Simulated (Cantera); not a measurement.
Gas activation for diamond growth

An isothermal, constant-pressure homogeneous reactor starts with 2.31 % CH4, 96.4 % H2, 1.25 % H, at 1525 K and 3100 Pa.

Computed with Cantera and GRI-Mech 3.0 (53 species, 325 reactions). GRI-Mech 3.0 stops at C3 and has no aromatics, soot or wall deposition, so with more carbon than oxygen in the feed, carbon stays in small species such as C2H2 where larger ones or solid carbon would form. Radical loss at walls, strong at low pressure, is not modelled.

```
t (s)      x CH4   x H2       x H     x C2H    x CH2
--------  ------  -----  --------  --------  -------
1.00e-5   0.0217  0.966    0.0111    <1e-12  1.65e-6
3.16e-5   0.0203  0.967   0.00956  2.41e-11  6.44e-6
0.000100  0.0196  0.968   0.00847  1.81e-10  9.04e-6
0.000316  0.0197  0.970   0.00730   1.03e-9  7.61e-6
0.00100   0.0201  0.972   0.00508   3.13e-9  4.63e-6
0.00316   0.0204  0.975   0.00260   3.78e-9  1.65e-6
0.0100    0.0205  0.977   0.00106   2.38e-9  3.44e-7
0.0316    0.0204  0.978  0.000396   1.11e-9  5.37e-8
0.100     0.0203  0.978  0.000168  5.21e-10  1.00e-8
0.316     0.0201  0.978  0.000121  4.03e-10  5.19e-9
1.00      0.0197  0.978  0.000120  4.61e-10  4.99e-9
3.16      0.0183  0.979  0.000121  6.44e-10  4.72e-9
10.0      0.0150  0.981  0.000123   1.10e-9  4.01e-9
```
x: mole fraction; the columns are a selection and need not sum to one.

Equilibrium at this temperature and pressure: CH4 0.00201, H2 0.987, H 0.000134, C2H 3.08e-9, CH2 6.44e-10 (gas phase only).
